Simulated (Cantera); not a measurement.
A closed system holds: 1 mol B₂O₃, 5.5 mol H₂, at 64.0 mbar.

Equilibrium computed with Cantera from the NASA thermochemical tables; the gas is ideal and each condensed phase is pure. Candidate condensed phases: B, B₂O₃, B₃O₃H₃, H₂O; 23 gas species. Rates play no part. All values below are at 1525 K.

Base state: H₂ 0.993, HBO 0.00340, HBO₂ 0.00263, B₂O₃ 0.000560, H₂O 0.000488, H 9.32e-5, B₂O₂ 8.14e-5, B₃O₃H₃ 1.09e-5 (mole fractions); condensed: B₂O₃(l).

Task: What changes in the equilibrium state with this change: pressure from 64.0 mbar to 0.250 bar?

Result: 
| species | before | after |
|---|---|---|
| H₂ | 0.993 | 0.996 |
| HBO | 0.00340 | 0.00189 |
| HBO₂ | 0.00263 | 0.00122 |
| B₂O₃ | 0.000560 | 0.000143 |
| B₂O₂ | 8.14e-5 | 2.51e-5 |
| B₂O₃(l), mol | 0.980 | 0.990 |
Gases not in the tables: H₃BO₃.
